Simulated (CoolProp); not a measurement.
Vapour-liquid equilibrium of carbon dioxide (1) + hydrogen sulfide (2) at 226.6 K; x and y are mole fractions of (1).

Model: multi-fluid Helmholtz-energy mixture model, Span 1996 and Lemmon 2006; pair parameters Kunz 2012, in CoolProp.

Q: Give the bubble pressure and the first vapour's composition at x = 0.125, 0.425, 0.95. Is there an azeotrope?

A: x = 0.125: 3.812 bar, y = 0.534; x = 0.425: 6.139 bar, y = 0.767; x = 0.95: 7.744 bar, y = 0.962. No azeotrope shows between x = 0.05 and 0.95.

The pair parameters rest on a limited set of measurements; away from them the model extrapolates.
